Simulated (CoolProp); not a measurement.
Ethylene along the isobar 6380 kPa: Z from the reference equation and from simpler models built on Tc = 282.4 K, pc = 5042 kPa, ω = 0.087; each cubic takes its own stable root.

Computed with CoolProp (reference Helmholtz-energy equation of state, Smukala 2000).

```json
[
 {"T (K)": "199.7", "phase": "liquid", "reference": "0.2031", "van der Waals": "0.3027", "Soave-Redlich-Kwong": "0.2109", "Peng-Robinson": "0.1868"},
 {"T (K)": "207.7", "phase": "liquid", "reference": "0.1999", "van der Waals": "0.2972", "Soave-Redlich-Kwong": "0.2082", "Peng-Robinson": "0.1844"},
 {"T (K)": "215.7", "phase": "liquid", "reference": "0.1973", "van der Waals": "0.2927", "Soave-Redlich-Kwong": "0.2064", "Peng-Robinson": "0.1828"},
 {"T (K)": "223.7", "phase": "liquid", "reference": "0.1954", "van der Waals": "0.2892", "Soave-Redlich-Kwong": "0.2055", "Peng-Robinson": "0.1820"},
 {"T (K)": "231.8", "phase": "liquid", "reference": "0.1942", "van der Waals": "0.2867", "Soave-Redlich-Kwong": "0.2056", "Peng-Robinson": "0.1821"},
 {"T (K)": "239.8", "phase": "liquid", "reference": "0.1939", "van der Waals": "0.2854", "Soave-Redlich-Kwong": "0.2069", "Peng-Robinson": "0.1833"},
 {"T (K)": "247.8", "phase": "liquid", "reference": "0.1945", "van der Waals": "0.2854", "Soave-Redlich-Kwong": "0.2096", "Peng-Robinson": "0.1859"},
 {"T (K)": "255.8", "phase": "liquid", "reference": "0.1964", "van der Waals": "0.2870", "Soave-Redlich-Kwong": "0.2142", "Peng-Robinson": "0.1903"},
 {"T (K)": "263.8", "phase": "liquid", "reference": "0.2001", "van der Waals": "0.2907", "Soave-Redlich-Kwong": "0.2216", "Peng-Robinson": "0.1974"},
 {"T (K)": "271.8", "phase": "liquid", "reference": "0.2066", "van der Waals": "0.2975", "Soave-Redlich-Kwong": "0.2333", "Peng-Robinson": "0.2086"},
 {"T (K)": "279.8", "phase": "liquid", "reference": "0.2189", "van der Waals": "0.3091", "Soave-Redlich-Kwong": "0.2534", "Peng-Robinson": "0.2282"},
 {"T (K)": "287.8", "phase": "supercritical", "reference": "0.2490", "van der Waals": "0.3305", "Soave-Redlich-Kwong": "0.2958", "Peng-Robinson": "0.2704"},
 {"T (K)": "295.8", "phase": "supercritical", "reference": "0.3889", "van der Waals": "0.3786", "Soave-Redlich-Kwong": "0.4182", "Peng-Robinson": "0.3919"},
 {"T (K)": "303.9", "phase": "supercritical", "reference": "0.5208", "van der Waals": "0.4837", "Soave-Redlich-Kwong": "0.5358", "Peng-Robinson": "0.5055"},
 {"T (K)": "311.9", "phase": "supercritical", "reference": "0.5942", "van der Waals": "0.5654", "Soave-Redlich-Kwong": "0.6062", "Peng-Robinson": "0.5748"}
]
```
